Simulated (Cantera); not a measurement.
A closed system holds: 1 mol CH₃OH, 0.1 mol CO₂, held at 2075 K and 0.668 Torr.

Method: chemical equilibrium by Gibbs-energy minimisation in Cantera with the NASA 1993 tables (ideal gas, pure condensed phases). Candidate condensed phases: C, C₆H₆, C₇H₈, C₈H₁₈, H₂O; 110 gas species. The numbers say what is thermodynamically allowed, not how fast it happens.

Base state: H₂ 0.562, CO 0.339, H 0.0670, H₂O 0.0274, CO₂ 0.00340, OH 0.000372, O 3.18e-5 (mole fractions); condensed: gas only.

**Question.** What changes in the equilibrium state with this change: pressure from 0.668 Torr to 75.0 Torr?

**Answer.** 
```json
[
 {"species": "H₂", "before": "0.562", "after": "0.611"},
 {"species": "CO", "before": "0.339", "after": "0.350"},
 {"species": "H₂O", "before": "0.0274", "after": "0.0287"},
 {"species": "H", "before": "0.0670", "after": "0.00658"},
 {"species": "O", "before": "3.18e-5", "after": "2.73e-7"},
 {"species": "OH", "before": "0.000372", "after": "3.53e-5"},
 {"species": "CO₂", "before": "0.00340", "after": "0.00339"}
]
```

**Question.** What changes in the equilibrium state with this change: CO₂ from 0.1 to 1.1 mol?

**Answer.** 
```tsv
species	before	after
CO	0.339	0.433
H₂	0.562	0.260
H₂O	0.0274	0.191
CO₂	0.00340	0.0658
H	0.0670	0.0455
O₂	6.60e-7	0.000151
O	3.18e-5	0.000480
OH	0.000372	0.00382
```
